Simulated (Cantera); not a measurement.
# Chemical vapour transport: B + HCl + O2

A closed system holds: 1 mol B, 0.013 mol HCl, 0.65 mol O2, at 0.270 bar.

Method: chemical equilibrium by Gibbs-energy minimisation in Cantera with the NASA 1993 tables (ideal gas, pure condensed phases). Candidate condensed phases: B, B2O3, B3O3H3, H2O; 33 gas species. Mutual solubility and eutectic melting of coexisting phases are not modelled. The tables' values for BOCl, BCl2, BCl are old estimates; treat these amounts as uncertain. Gases not in the tables: BHCl2. Kinetics and transport are ignored.

```csv
T (°C),x H2,x HCl,x BCl3,x B3O3Cl3,x BOCl,x HBO,x BCl2,n B(s),n B2O3(l)
852,0.518,0.133,0.277,0.0703,1.18e-5,2.05e-5,1.10e-5,0.129,0.433
902,0.505,0.156,0.266,0.0719,3.27e-5,5.20e-5,2.50e-5,0.130,0.433
952,0.491,0.179,0.256,0.0729,8.33e-5,0.000122,5.30e-5,0.130,0.433
1002,0.477,0.203,0.246,0.0733,0.000197,0.000265,0.000106,0.130,0.432
1052,0.462,0.227,0.236,0.0733,0.000433,0.000541,0.000199,0.130,0.432
1102,0.447,0.251,0.226,0.0729,0.000899,0.00104,0.000357,0.130,0.432
1152,0.432,0.274,0.216,0.0720,0.00177,0.00192,0.000613,0.130,0.432
1202,0.416,0.297,0.207,0.0708,0.00331,0.00337,0.00101,0.130,0.432
1252,0.400,0.319,0.197,0.0692,0.00592,0.00568,0.00160,0.130,0.432
1302,0.383,0.338,0.187,0.0670,0.0102,0.00921,0.00245,0.130,0.432
```
x: gas mole fraction; n: condensed amount in mol.

From 852 °C to 1302 °C the condensed part is B(s) + B2O3(l). The main B-bearing gas is BCl3 at 852 °C and B3O3Cl3 at 1302 °C.
